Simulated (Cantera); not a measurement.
# Stirred combustor or abatement burner

A perfectly stirred reactor is fed with 7.63 % CH₃OH, 19.4 % O₂, 73.0 % N₂, at 3750 Torr; it is adiabatic with a 400 K inlet, and is followed from long to short residence time, starting on the burning branch (τ in s: 0.027, 0.013, 0.0064, 0.0031, 0.0015, 0.00074, 0.00036, 0.00017, 8.4e-05, 4.1e-05).

Cantera simulation using GRI-Mech 3.0 (53 species, 325 reactions); the numbers are that mechanism's predictions, not measurements. GRI-Mech 3.0 was tuned for natural gas; its chemistry of methanol as a main component is partial and can be far from experiment.

| τ (s) | T (K) | x CH₃OH | x O₂ | x H₂ | x CO | x O | x C₂H₄ | x C₂H |
|---|---|---|---|---|---|---|---|---|
| 0.027 | 1776 | 5.60e-6 | 0.0765 | 5.41e-5 | 0.000349 | 4.42e-5 | 1.61e-12 | <1e-12 |
| 0.013 | 1773 | 9.53e-6 | 0.0765 | 8.37e-5 | 0.000583 | 6.54e-5 | 2.73e-12 | <1e-12 |
| 0.0064 | 1769 | 1.58e-5 | 0.0767 | 0.000129 | 0.000961 | 9.68e-5 | 4.63e-12 | <1e-12 |
| 0.0031 | 1762 | 2.65e-5 | 0.0770 | 0.000204 | 0.00161 | 0.000145 | 8.76e-12 | <1e-12 |
| 0.0015 | 1752 | 4.47e-5 | 0.0775 | 0.000321 | 0.00270 | 0.000214 | 2.01e-11 | <1e-12 |
| 0.00074 | 1735 | 7.64e-5 | 0.0784 | 0.000503 | 0.00458 | 0.000303 | 5.73e-11 | <1e-12 |
| 0.00036 | 1703 | 0.000145 | 0.0804 | 0.000816 | 0.00829 | 0.000391 | 2.24e-10 | <1e-12 |
| 0.00017 | 400 | 0.0763 | 0.194 | <1e-12 | <1e-12 | <1e-12 | <1e-12 | <1e-12 |
| 8.4e-5 | 400 | 0.0763 | 0.194 | <1e-12 | <1e-12 | <1e-12 | <1e-12 | <1e-12 |
| 4.1e-5 | 400 | 0.0763 | 0.194 | <1e-12 | <1e-12 | <1e-12 | <1e-12 | <1e-12 |
x: mole fraction; the columns are a selection and need not sum to one.
